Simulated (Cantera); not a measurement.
Feed: 1 mol V, 2.8 mol O2, 39 mol H2, equilibrated at 13.0 mbar.

Equilibrium computed with Cantera from the NASA thermochemical tables; the gas is ideal and each condensed phase is pure. Candidate condensed phases: H2O, V, VO, V2O3, V2O4, V2O5; 12 gas species. Condensed phases not in the tables: the oxides between V2O3 and V2O5 other than VO2. The numbers say what is thermodynamically allowed, not how fast it happens.

Task: At 1300 °C, list the 3 most abundant gas species with their mole fractions, and the condensed phases.

Result: H2 0.895, H2O 0.105, H 0.000337. Condensed: V2O3(s).
